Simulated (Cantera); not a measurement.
Input (Python, Cantera) and output of one run.

```python
import numpy as np
import cantera as ct

gas_names = """
    CL CL2 N N2 Si SiCL SiCL2 SiCL3 SiCL4 SiN Si2 Si2N Si3
""".split()
cond_names = """
    Si(cr) Si(L) Si3N4(a)
""".split()


def load(file, names, dense=False):
    # The tables refer to 1 bar. Condensed volumes are neglected.
    table = {s.name: s for s in ct.Species.list_from_file(file)}
    out = []
    for n in names:
        d = dict(table[n].input_data)
        d["thermo"] = dict(d["thermo"], **{"reference-pressure": 1e5})
        if dense:
            d["equation-of-state"] = {"model": "constant-volume", "density": "1e6 g/cm^3"}
        out.append(ct.Species.from_dict(d))
    return out


gas = ct.Solution(thermo="ideal-gas", species=load("nasa_gas.yaml", gas_names))
cond = {s.name: ct.Solution(thermo="fixed-stoichiometry", species=[s], name=s.name)
        for s in load("nasa_condensed.yaml", cond_names, dense=True)}
atoms = {
    'SiCl4': {'Si': 1, 'CL': 4},
    'N2': {'N': 2},
}
top_T = {'Si3N4(a)': 2400}  # K; cautious upper limits of use, not melting points


def equilibrate(T, P, feed):
    n = {}
    for name, mol in feed.items():
        for a, k in atoms[name].items():
            n[a] = n.get(a, 0.0) + k * mol
    gas.TPX = T, P, n
    mass = sum(n.values()) * gas.mean_molecular_weight
    gas.equilibrate("TP")
    valid = [c for c in cond.values() if c.min_temp <= T <= top_T.get(c.name, c.max_temp)]
    mix = ct.Mixture([(gas, mass / gas.mean_molecular_weight)] + [(c, 0.0) for c in valid])
    mix.T, mix.P = T, P
    mix.equilibrate("TP", solver="vcs", rtol=1e-11, max_steps=5000)
    return mix


results = []
feed = {'SiCl4': 1, 'N2': 32}  # mol
P = 133.322  # Pa
for T in [1248, 1323, 1398, 1473, 1548, 1623, 1698, 1773]:
    mix = equilibrate(T, P, feed)
    results.append((T, P, feed, dict(zip(mix.species_names, mix.species_moles))))

top = {s: max(r[3][s] / sum(r[3][g] for g in gas_names) for r in results) for s in gas_names}
cols = sorted((s for s in top if top[s] > 0.0001), key=lambda s: -top[s])[:6]
seen = [c for c in cond_names if any(r[3].get(c, 0) > 1e-12 for r in results)]
print("log10 of partial pressures in bar; condensed amounts in mol")
print(f"{'T/K':>10s}" + "".join(f"{s[:9]:>10s}" for s in cols + seen))
for T, P, feed, n in results:
    ng = sum(n[g] for g in gas_names)
    print(f"{T:10.4g}" + "".join(f"{np.log10(max(n[s] / ng * P / 1e5, 1e-99)):10.3f}" for s in cols)
          + "".join(f"{n.get(c, 0):10.4g}" for c in seen))
```

Result:

```
log10 of partial pressures in bar; condensed amounts in mol
       T/K        N2        CL     SiCL4     SiCL2     SiCL3
      1248    -2.889    -6.430    -4.398    -7.692    -6.474
      1323    -2.889    -5.943    -4.405    -6.931    -6.037
      1398    -2.889    -5.499    -4.424    -6.281    -5.668
      1473    -2.891    -5.099    -4.469    -5.730    -5.366
      1548    -2.894    -4.747    -4.565    -5.269    -5.141
      1623    -2.900    -4.461    -4.766    -4.900    -5.017
      1698    -2.907    -4.264    -5.156    -4.642    -5.047
      1773    -2.911    -4.169    -5.782    -4.506    -5.259
```

Equilibrium computed with Cantera from the NASA thermochemical tables; the gas is ideal and each condensed phase is pure. The tables' values for SiCl3 are old estimates; treat these amounts as uncertain.
